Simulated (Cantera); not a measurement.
Feed: 1 mol MgCl₂, 48 mol H₂, a varied amount of N₂, held at 2123.15 K and 0.133 bar.

These are equilibrium values from Cantera (NASA tables, ideal gas, pure condensed phases), not measurements of a reactor. Candidate condensed phases: Mg, MgCl₂, NH₄Cl; 18 gas species. The tables' values for MgH are old estimates; treat these amounts as uncertain. Equilibrium is a limit: real reactors are often held back by kinetics, nucleation or transport.

x: gas mole fraction; nothing condenses.

| n(N₂) (mol) | x N₂ | x H₂ | x HCl | x Mg |
|---|---|---|---|---|
| 8.3 | 0.142 | 0.804 | 0.0276 | 0.0136 |
| 13 | 0.206 | 0.744 | 0.0258 | 0.0127 |
| 20 | 0.285 | 0.669 | 0.0235 | 0.0116 |
| 30 | 0.374 | 0.585 | 0.0209 | 0.0103 |
| 46 | 0.478 | 0.487 | 0.0177 | 0.00879 |
| 70 | 0.582 | 0.389 | 0.0145 | 0.00720 |
| 110 | 0.686 | 0.291 | 0.0111 | 0.00554 |
| 160 | ___ | ___ | ___ | ___ |
| 250 | 0.832 | ___ | ___ | ___ |
| 380 | 0.882 | 0.108 | 0.00434 | 0.00219 |

Q: Complete the blanks.

A: 
- 160, x N₂: 0.760
- 160, x H₂: 0.221
- 160, x HCl: 0.00861
- 160, x Mg: 0.00431
- 250, x H₂: 0.155
- 250, x HCl: 0.00614
- 250, x Mg: 0.00309
